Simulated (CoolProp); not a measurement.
A closed Brayton cycle with carbon dioxide: compressor inlet 333.15 K and 7.8 MPa, high pressure 18.2 MPa, turbine inlet 845 K, compressor efficiency 0.85, turbine efficiency 0.85, recuperator effectiveness 0.95 (on enthalpy, no pinch check). Each further row changes one setting.

Model: reference Helmholtz-energy equation of state, Span 1996, in CoolProp.

```csv
case,thermal efficiency (%),net work (kJ/kg),compressor to turbine work,compressor exit (K),turbine exit (K)
as stated,32.7,60.7,0.44,409.5,747.5
turbine inlet 795 K,30.4,53.6,0.47,409.5,701.0
compressor inlet 343.15 K,31.4,56.3,0.48,422.7,747.5
high pressure 15.5 MPa,32.1,51.4,0.42,394.5,765.6
recuperator effectiveness 0.5,16.8,60.7,0.44,409.5,747.5
```
